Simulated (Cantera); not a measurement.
A closed system holds: 1 mol C₂H₅OH, 0.026 mol CO₂, 6.6 mol N₂, equilibrated at 1975 K and 1.80 bar.

Equilibrium computed with Cantera from the NASA thermochemical tables; the gas is ideal and each condensed phase is pure. Candidate condensed phases: C, C₆H₆, C₇H₈, C₈H₁₈, H₂O; 136 gas species. Kinetics and transport are ignored.

Base state: N₂ 0.617, H₂ 0.278, CO 0.0987, HCN 0.00553, H 0.000538, HNC 0.000300, C₂H₂ (acetylene) 0.000181, CH₄ 6.32e-5 (mole fractions); condensed: C(graphite).

**Question.** What changes in the equilibrium state with this change: CO₂ from 0.026 to 5.9 mol?

**Answer.** 
| species | before | after |
|---|---|---|
| N₂ | 0.617 | 0.377 |
| CO | 0.0987 | 0.293 |
| CO₂ | 5.06e-7 | 0.159 |
| H₂ | 0.278 | 0.0499 |
| H₂O | 6.41e-6 | 0.121 |
| C₂H₂ (acetylene) | 0.000181 | <1e-9 |
| HCN | 0.00553 | 5.14e-8 |
| HNC | 0.000300 | 2.79e-9 |
| CH₄ | 6.32e-5 | <1e-9 |
| OH | 1.18e-9 | 5.28e-5 |
| C(graphite), mol | 0.907 | 0 |

**Question.** What changes in the equilibrium state with this change: temperature from 1975 K to 2823 K?

**Answer.** 
```json
[
 {"species": "N₂", "before": "0.617", "after": "0.579"},
 {"species": "H₂", "before": "0.278", "after": "0.223"},
 {"species": "CO", "before": "0.0987", "after": "0.0972"},
 {"species": "HCN", "before": "0.00553", "after": "0.0519"},
 {"species": "H", "before": "0.000538", "after": "0.0312"},
 {"species": "C₂H", "before": "6.00e-9", "after": "0.000147"},
 {"species": "C₃", "before": "<1e-9", "after": "2.32e-5"},
 {"species": "CN", "before": "2.37e-7", "after": "0.000627"},
 {"species": "C₄H₂", "before": "4.70e-8", "after": "0.000120"},
 {"species": "C(graphite), mol", "before": "0.907", "after": "0.124"}
]
```
